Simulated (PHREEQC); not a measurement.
**Ultrapure water in contact with air or piping (model solution)**

Model water analysis in mg/kgw, 17 °C, pH 6.63, pe 2.9: Na 0.106; K 0.00102; Ca 0.29; Mg 0.0553; Cl 0.0667; S(6) as SO4 0.332; Alkalinity as HCO3 0.932; Sr 0.000598; Si as SiO2 0.00113.

Valence states are taken as typed.

All values are PHREEQC results (ion-association model, phreeqc.dat), not measurements.

This is a speciation only: nothing precipitates in the calculation.

Q: Estimate the charge-balance error.

A: charge-balance error -0.8 %.

Q: In which forms is C present?

A: HCO3- 63 %, CO2 37 % of the C.
